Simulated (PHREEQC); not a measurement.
0.089 g of hydrous ferric oxide (600 m²/g; 0.2 weak and 0.005 strong sites per Fe, Dzombak-Morel constants, diffuse double layer) in 1 kg of water with 0.05 mol/kgw of an inert sodium salt and 0.005 mmol/kgw CuSO4 and 0.00076 mmol/kgw Na2SO4, at 25 °C; the pH is set by adding NaOH or the inert anion's acid. O2 is buffered at 0.21 atm. The system is closed to CO2. No solid was allowed to form.

The numbers come from PHREEQC with the ion-association model, wateq4f.dat.

| pH | S sorbed (%) | Cu sorbed (%) | surface charge σ (C/m²) | surface potential ψ (mV) |
|---|---|---|---|---|
| 3 | 99.0 | 0.0 | 0.338 | 166 |
| 3.5 | 98.9 | 0.1 | 0.317 | 164 |
| 4.5 | 96.7 | 6.9 | 0.226 | 146 |
| 5 | 91.6 | 32.2 | 0.172 | 132 |
| 5.5 | 76.9 | 72.1 | 0.125 | 116 |
| 6.5 | 16.8 | 99.0 | 0.059 | 79 |
| 7 | 3.5 | 99.8 | 0.036 | 57 |
| 7.5 | 0.6 | 99.8 | 0.018 | 33 |
| 8.5 | 0.0 | 99.8 | -0.009 | -18 |
| 9 | 0.0 | 99.8 | -0.024 | -43 |

The database's constant for dissolved Cu(OH)2 is higher than later reviews accept. The oxide is taken as insoluble; below pH 4 it would dissolve.
